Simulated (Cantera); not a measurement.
**Ignition delay**

Mixture: CO : H2 : CH4 : O2 : N2 = 1 : 1 : 0.21 : 2.22 : 8.34 (molar parts), equivalence ratio 0.64, at 17300 Torr, adiabatic and at constant volume. Ignition delay is the time to a rise of 400 K.

Computed with Cantera and GRI-Mech 3.0 (53 species, 325 reactions). The pressure lies above the range GRI-Mech 3.0 was tuned for (to about 10 atm). Below about 1000 K GRI-Mech 3.0 lacks low-temperature oxidation paths. Below about 950 K walls govern HO2 and H2O2 in real vessels.

```tsv
T0 (K)	delay (ms)
925	30.3
1000	5.05
1075	1.03
1150	0.241
1225	0.0629
1300	0.0187
1375	0.00686
```

```yaml
apparent activation energy between 1225 and 1375 K: 210 kJ/mol
```
